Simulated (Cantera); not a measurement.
An adiabatic, constant-pressure homogeneous reactor starts with H2 : O2 : N2 = 1 : 1.11 : 4.18 (molar parts), equivalence ratio 0.45, at 1523 K and 9.70 bar. Integrator tolerance rtol = 1e-08.

Cantera simulation using the H2/O2 subset of GRI-Mech 3.0, which has no nitrogen chemistry; the numbers are that mechanism's predictions, not measurements. The hydrogen kinetics of GRI-Mech 3.0 are dated; newer H2 mechanisms differ, most at raised pressure.

What does this change do: constant volume in place of constant pressure?


```json
[
 {"quantity": "time of steepest temperature rise", "before": "1.53 µs", "after": "1.51 µs"},
 {"quantity": "temperature at 8.00 s", "before": "2563 K", "after": "2754 K"},
 {"quantity": "equilibrium temperature", "before": "2563 K", "after": "2754 K"},
 {"quantity": "x(H2) at 8.00 s", "before": "0.00134 (gas-phase equilibrium 0.00134)", "after": "0.00231 (gas-phase equilibrium 0.00231)"},
 {"quantity": "x(O2) at 8.00 s", "before": "0.102 (gas-phase equilibrium 0.102)", "after": "0.100 (gas-phase equilibrium 0.100)"},
 {"quantity": "x(H2O) at 8.00 s", "before": "0.165 (gas-phase equilibrium 0.165)", "after": "0.161 (gas-phase equilibrium 0.161)"},
 {"quantity": "x(O) at 8.00 s", "before": "0.00203 (gas-phase equilibrium 0.00203)", "after": "0.00357 (gas-phase equilibrium 0.00357)"},
 {"quantity": "x(HO2) at 8.00 s", "before": "2.21e-5 (gas-phase equilibrium 2.21e-5)", "after": "3.81e-5 (gas-phase equilibrium 3.81e-5)"},
 {"quantity": "x(OH) at 8.00 s", "before": "0.0107 (gas-phase equilibrium 0.0107)", "after": "0.0156 (gas-phase equilibrium 0.0156)"},
 {"quantity": "x(H) at 8.00 s", "before": "0.000391 (gas-phase equilibrium 0.000391)", "after": "0.000834 (gas-phase equilibrium 0.000834)"}
]
```

What does this change do: O2 1.11 to 0.73 parts?


```
quantity                                                              before                                      after
---------------------------------  -----------------------------------------  -----------------------------------------
time of steepest temperature rise                                    1.53 µs                                    1.89 µs
temperature at 8.00 s                                                 2563 K                                     2626 K
equilibrium temperature                                               2563 K                                     2626 K
x(H2) at 8.00 s                      0.00134 (gas-phase equilibrium 0.00134)    0.00300 (gas-phase equilibrium 0.00300)
x(O2) at 8.00 s                          0.102 (gas-phase equilibrium 0.102)      0.0405 (gas-phase equilibrium 0.0405)
x(H2O) at 8.00 s                         0.165 (gas-phase equilibrium 0.165)        0.175 (gas-phase equilibrium 0.175)
x(O) at 8.00 s                       0.00203 (gas-phase equilibrium 0.00203)    0.00170 (gas-phase equilibrium 0.00170)
x(HO2) at 8.00 s                     2.21e-5 (gas-phase equilibrium 2.21e-5)    1.33e-5 (gas-phase equilibrium 1.33e-5)
x(OH) at 8.00 s                        0.0107 (gas-phase equilibrium 0.0107)      0.0105 (gas-phase equilibrium 0.0105)
x(H) at 8.00 s                     0.000391 (gas-phase equilibrium 0.000391)  0.000755 (gas-phase equilibrium 0.000755)
```
